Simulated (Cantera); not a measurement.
Feed: 1 mol BCl3, 0.37 mol O2, a varied amount of H2, held at 1225 K and 7.50 Torr.

Method: chemical equilibrium by Gibbs-energy minimisation in Cantera with the NASA 1993 tables (ideal gas, pure condensed phases). Candidate condensed phases: B, B2O3, B3O3H3, H2O; 33 gas species. Mutual solubility and eutectic melting of coexisting phases are not modelled. The tables' values for BOCl, BCl2 are old estimates; treat these amounts as uncertain. Gases not in the tables: BHCl2. Kinetics and transport are ignored.

x: gas mole fraction; n: condensed amount in mol.

```
n(H2) (mol)   x H2   x HCl   x BCl3  x B3O3Cl3  n B(s)  n B2O3(l)
-----------  -----  ------  -------  ---------  ------  ---------
5.8          0.710   0.220   0.0529     0.0151  0.0207      0.134
7            0.741   0.206        ?          ?       ?      0.144
8.5          0.770   0.190   0.0299    0.00852   0.120      0.154
10           0.793   0.176   0.0228    0.00651   0.163      0.163
12           0.817   0.160   0.0165    0.00471   0.211      0.172
15           0.843   0.141   0.0108    0.00306   0.265      0.181
18           0.863   0.126  0.00735    0.00210   0.305      0.188
22           0.883   0.110  0.00470    0.00134   0.343      0.193
26           0.897       ?        ?          ?   0.369      0.196
32           0.914  0.0822  0.00188   0.000536   0.394      0.197
38           0.926  0.0712  0.00120   0.000342   0.408      0.195
```

Problem. Complete the blanks.

Solution. 
- 26, x HCl: 0.0969
- 26, x BCl3: 0.00316
- 26, x B3O3Cl3: 0.000901
- 7, x BCl3: 0.0404
- 7, x B3O3Cl3: 0.0115
- 7, n B(s): 0.0692
